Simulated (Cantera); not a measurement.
A Cantera script and what it prints.

```python
import numpy as np
import cantera as ct

gas_names = """
    B BCL BCL2 BCL3 BH BH2 BH3 BO BOCL BO2 B2 B2O B2O2 B2O3 B3O3CL3 B3O3H3 CL CLO CL2 H HBO HBO2 HCL
    HOCL HO2 H2 H2O H2O2 H3B3O6 O OH O2 O3
""".split()
cond_names = """
    B(b) B(L) B2O3(L) B3O3H3(cr) H2O(s) H2O(L)
""".split()


# ... load() reads the species with a 1 bar reference pressure and builds the phases ...
atoms = {
    'B': {'B': 1},
    'HCl': {'H': 1, 'CL': 1},
    'O2': {'O': 2},
}
top_T = {}  # K; cautious upper limits of use, not melting points


# ... equilibrate(T, P, feed) seeds the gas with the atoms and calls Mixture.equilibrate('TP', solver="vcs", rtol=1e-11, max_steps=5000) ...
results = []
feed = {'B': 1, 'HCl': 0.094, 'O2': 1.2}  # mol
P = 310000  # Pa
for T in [948, 998, 1048, 1098, 1148, 1198, 1248, 1298, 1348, 1398, 1448]:
    mix = equilibrate(T, P, feed)
    results.append((T, P, feed, dict(zip(mix.species_names, mix.species_moles))))

top = {s: max(r[3][s] / sum(r[3][g] for g in gas_names) for r in results) for s in gas_names}
cols = sorted((s for s in top if top[s] > 0.0001), key=lambda s: -top[s])[:9]
seen = [c for c in cond_names if any(r[3].get(c, 0) > 1e-12 for r in results)]
print("log10 of partial pressures in bar; condensed amounts in mol")
print(f"{'T/K':>10s}" + "".join(f"{s[:9]:>10s}" for s in cols + seen))
for T, P, feed, n in results:
    ng = sum(n[g] for g in gas_names)
    print(f"{T:10.4g}" + "".join(f"{np.log10(max(n[s] / ng * P / 1e5, 1e-99)):10.3f}" for s in cols)
          + "".join(f"{n.get(c, 0):10.4g}" for c in seen))
```

Result:

```
log10 of partial pressures in bar; condensed amounts in mol
       T/K        O2       HCL       CL2       H2O        CL      HBO2    H3B3O6       CLO   B2O3(L)
       948     0.407    -0.707    -0.751    -0.761    -4.142    -5.462    -2.577    -5.081    0.4993
       998     0.407    -0.657    -0.783    -0.791    -3.815    -4.995    -2.737    -4.816    0.4995
      1048     0.407    -0.614    -0.816    -0.821    -3.521    -4.576    -2.888    -4.578    0.4997
      1098     0.407    -0.579    -0.848    -0.852    -3.255    -4.199    -3.032    -4.363    0.4998
      1148     0.407    -0.549    -0.881    -0.883    -3.012    -3.859    -3.169    -4.168    0.4998
      1198     0.407    -0.523    -0.912    -0.913    -2.791    -3.549    -3.298    -3.991    0.4998
      1248     0.407    -0.502    -0.944    -0.942    -2.588    -3.266    -3.421    -3.828    0.4999
      1298     0.407    -0.483    -0.975    -0.970    -2.402    -3.007    -3.537    -3.680    0.4998
      1348     0.407    -0.468    -1.006    -0.998    -2.230    -2.770    -3.647    -3.543    0.4998
      1398     0.407    -0.455    -1.037    -1.024    -2.072    -2.550    -3.751    -3.417    0.4997
      1448     0.406    -0.445    -1.068    -1.050    -1.925    -2.348    -3.850    -3.301    0.4996
```

These are equilibrium values from Cantera (NASA tables, ideal gas, pure condensed phases), not measurements of a reactor. Gases not in the tables: H3BO3.
